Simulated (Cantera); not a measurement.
A closed system holds: 1 mol SiCl₄, 100 mol H₂, held at 285 Torr.

Method: chemical equilibrium by Gibbs-energy minimisation in Cantera with the NASA 1993 tables (ideal gas, pure condensed phases). Candidate condensed phases: Si; 19 gas species. The tables' values for SiCl₃ are old estimates; treat these amounts as uncertain. Kinetics and transport are ignored.

Task: At 927 °C, list the 4 most abundant gas species with their mole fractions, and the condensed phases.

Result: H₂ 0.972, HCl 0.0223, SiHCl₃ 0.00198, SiCl₄ 0.00167. Condensed: Si(s).
